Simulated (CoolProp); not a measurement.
The fluid at 262.72 K and 0.174 MPa expands adiabatically to 0.0175 MPa with isentropic efficiency 0.7. The same conditions are run with several fluids, on thermodynamics alone (safety and materials aside).

Computed with CoolProp (reference Helmholtz-energy equation of state of each fluid (ammonia: Gao 2020; normal hydrogen: Leachman 2009; hydrogen chloride: Thol 2018; R22: Kamei 1995)).

| fluid | work (kJ/kg) | final temperature (K) | final phase | final density (kg/m³) |
|---|---|---|---|---|
| ammonia | (withheld) | 209.8 | two-phase, vapour fraction 0.948 | 0.182 |
| normal hydrogen | 1260 | (withheld) | gas | 0.0248 |
| hydrogen chloride | (withheld) | 171.3 | gas | (withheld) |
| R22 | 33.3 | 200.7 | (withheld) | (withheld) |

Q: Complete the blanks.

A: 
- ammonia, work (kJ/kg): 169
- normal hydrogen, final temperature (K): 171.0
- hydrogen chloride, work (kJ/kg): 70.9
- hydrogen chloride, final density (kg/m³): 0.451
- R22, final phase: two-phase, vapour fraction 0.997
- R22, final density (kg/m³): 0.919
